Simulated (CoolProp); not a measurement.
A single-stage vapour-compression cycle with R410A: evaporating at 221.15 K (dew point), condensing at 285.15 K (bubble point), superheat 10 K, subcooling 8 K, compressor efficiency 0.6, no pressure losses. Each further row changes one setting.

The numbers come from the reference Helmholtz-energy equation of state, Lemmon 2003 in CoolProp. It is a pseudo-pure fit of the blend.

```
case                              cooling COP  pressure ratio  discharge temperature (K)  refrigerating effect (kJ/kg)  volumetric capacity (kJ/m³)
--------------------------------  -----------  --------------  -------------------------  ----------------------------  ---------------------------
as stated                                1.61            11.8                      389.2                           201                          771
evaporating temperature 226.15 K            …               …                          …                           204                          989
condensing temperature 280.15 K          1.79            10.1                      379.2                           208                          801
subcooling 13 K                          1.67            11.8                      389.2                           208                          801
superheat 20 K                              …            11.8                      402.8                             …                          763
compressor efficiency 0.5                1.34            11.8                      413.7                           201                          771
```

Question: What belongs in the gaps?

Answer: 
- evaporating temperature 226.15 K, cooling COP: 1.83
- evaporating temperature 226.15 K, pressure ratio: 9.17
- evaporating temperature 226.15 K, discharge temperature (K): 378.7
- superheat 20 K, cooling COP: 1.59
- superheat 20 K, refrigerating effect (kJ/kg): 209
